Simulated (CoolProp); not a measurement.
Model: reference Helmholtz-energy equation of state, Span 2000, in CoolProp.

**Question.** For nitrogen, give the phase and the cp (kJ/(kg K)), viscosity (µPa s), conductivity (mW/(m K)) at -144.15 °C and 27.2 bar; 7.25 °C and 27.2 bar.

**Answer.** 
- -144.15 °C and 27.2 bar: gas; cp 2.27, viscosity 10.7, conductivity 18.4
- 7.25 °C and 27.2 bar: gas; cp 1.09, viscosity 17.4, conductivity 25.7

Viscosity comes from a separate model (Lemmon 2004). Thermal conductivity comes from a separate model (Lemmon 2004).
